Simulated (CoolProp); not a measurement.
R507A at several states: Z from the reference equation and from simpler models built on Tc = 343.8 K, pc = 3.705 MPa, ω = 0.286; each cubic takes its own stable root.

Model: reference Helmholtz-energy equation of state, Lemmon 2003, in CoolProp. It is a pseudo-pure fit of the blend.

```csv
T (K),p (MPa),phase,reference,Redlich-Kwong,Soave-Redlich-Kwong,Peng-Robinson
319.9,19.7,liquid,(withheld),0.7509,0.7422,0.6638
355.5,0.204,gas,0.9821,0.9828,0.9831,0.9811
434.5,17.3,supercritical,0.6917,(withheld),(withheld),(withheld)
```

### Question
What belongs in the gaps?

### Answer

- 319.9, reference: 0.6600
- 434.5, Redlich-Kwong: 0.7261
- 434.5, Soave-Redlich-Kwong: 0.7943
- 434.5, Peng-Robinson: 0.7352
